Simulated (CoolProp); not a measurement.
Vapour-liquid equilibrium of R134a (1) + R124 (2) at 336.8 K; x and y are mole fractions of (1).

Computed with CoolProp (multi-fluid Helmholtz-energy mixture model, Tillner-Roth 1994 and de Vries 1995; pair parameters Bell 2016).

```
x     bubble pressure (bar)  y at the bubble point  dew pressure at overall composition x (bar)  liquid density (mol/L)
----  ---------------------  ---------------------  -------------------------------------------  ----------------------
0.05                  11.32                  0.076                                   (withheld)                   8.887
0.2                   12.58                  0.276                                        12.07                   9.045
0.35                  13.78                  0.443                                   (withheld)              (withheld)
0.5                   14.92             (withheld)                                        14.21                   9.391
0.65             (withheld)                  0.720                                        15.43              (withheld)
0.8              (withheld)                  0.842                                        16.68                   9.799
0.95                  18.01                  0.961                                        17.92                   10.04
```

Q: Fill in the missing entries.

A: 
- 0.05, dew pressure at overall composition x (bar): 11.16
- 0.35, dew pressure at overall composition x (bar): 13.09
- 0.35, liquid density (mol/L): 9.212
- 0.5, y at the bubble point: 0.589
- 0.65, bubble pressure (bar): 16.01
- 0.65, liquid density (mol/L): 9.585
- 0.8, bubble pressure (bar): 17.04

No azeotrope shows between x = 0.05 and 0.95.

Pair parameters are fitted to limited data, so mixtures are less certain than the pure fluids.
